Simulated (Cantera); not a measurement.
An adiabatic, constant-volume homogeneous reactor starts with CH4 : O2 : N2 = 1 : 1 : 3.76 (molar parts), equivalence ratio 2.0, at 1400 K and 1280 Torr. Integrator tolerance rtol = 1e-08.

Cantera simulation using GRI-Mech 3.0 (53 species, 325 reactions); the numbers are that mechanism's predictions, not measurements.

Q: What does this change do: 0.25 parts H2 added?

A: 
```csv
quantity,before,after
time of steepest temperature rise,3.05 ms,0.909 ms
temperature at 0.600 s,2711 K,2677 K
equilibrium temperature,2711 K,2677 K
x(CH4) at 0.600 s,8.93e-11 (gas-phase equilibrium 1.00e-10),1.55e-10 (gas-phase equilibrium 1.74e-10)
x(O2) at 0.600 s,3.98e-5 (gas-phase equilibrium 3.98e-5),2.15e-5 (gas-phase equilibrium 2.15e-5)
x(CH2O) at 0.600 s,3.24e-8 (gas-phase equilibrium 3.24e-8),3.66e-8 (gas-phase equilibrium 3.66e-8)
x(HO2) at 0.600 s,6.09e-8 (gas-phase equilibrium 6.09e-8),3.52e-8 (gas-phase equilibrium 3.52e-8)
x(C2H) at 0.600 s,<1e-12 (gas-phase equilibrium <1e-12),<1e-12 (gas-phase equilibrium <1e-12)
x(CH3) at 0.600 s,1.15e-10 (gas-phase equilibrium 1.30e-10),1.66e-10 (gas-phase equilibrium 1.86e-10)
```
